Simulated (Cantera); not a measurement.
An isothermal, constant-pressure homogeneous reactor starts with NO : N₂ = 1 : 12 (molar parts), at 2048 K and 0.730 bar.

Cantera simulation using GRI-Mech 3.0 (53 species, 325 reactions); the numbers are that mechanism's predictions, not measurements.

Q: Predict: x(NO) at 4.00 s; x(N₂) at 4.00 s; x(N₂O) at 4.00 s; x(NO₂) at 4.00 s; x(O) at 4.00 s.

A: 
```json
{
 "x(NO) at 4.00 s": "0.0125 (gas-phase equilibrium 0.00401)",
 "x(N₂) at 4.00 s": "0.955 (gas-phase equilibrium 0.959)",
 "x(N₂O) at 4.00 s": "2.65e-7 (gas-phase equilibrium 2.12e-7)",
 "x(NO₂) at 4.00 s": "6.65e-6 (gas-phase equilibrium 2.27e-6)",
 "x(O) at 4.00 s": "0.000203 (gas-phase equilibrium 0.000215)"
}
```
